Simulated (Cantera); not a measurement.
## Equilibrium for hydrogen reduction and annealing atmospheres: Nb2O5 + H2

Charge: 1 mol Nb2O5, 180 mol H2, held at 97.5 Torr.

Method: chemical equilibrium by Gibbs-energy minimisation in Cantera with the NASA 1993 tables (ideal gas, pure condensed phases). Candidate condensed phases: H2O, Nb, NbO, NbO2, Nb2O5; 12 gas species. Condensed phases not in the tables: the oxides between NbO2 and Nb2O5. Rates play no part.

From 800 K to 1000 K the condensed part is NbO2(s) + Nb2O5(s). From 1050 K to 1250 K the condensed part is NbO2(s).

| T (K) | log p H2 | log p H2O | log p H | n NbO2(s) | n Nb2O5(s) |
|---|---|---|---|---|---|
| 800 | -0.89 | -3.97 | -11.98 | 0.294 | 0.853 |
| 850 | -0.89 | -3.73 | -11.13 | 0.511 | 0.744 |
| 900 | -0.89 | -3.52 | -10.38 | 0.837 | 0.582 |
| 950 | -0.89 | -3.33 | -9.70 | 1.30 | 0.349 |
| 1000 | -0.89 | -3.15 | -9.09 | 1.94 | 0.0290 |
| 1050 | -0.89 | -3.14 | -8.54 | 2.00 | 0 |
| 1100 | -0.89 | -3.14 | -8.03 | 2.00 | 0 |
| 1150 | -0.89 | -3.14 | -7.57 | 2.00 | 0 |
| 1200 | -0.89 | -3.14 | -7.15 | 2.00 | 0 |
| 1250 | -0.89 | -3.14 | -6.76 | 2.00 | 0 |
log p: log10 of the partial pressure in bar; n: condensed amount in mol.
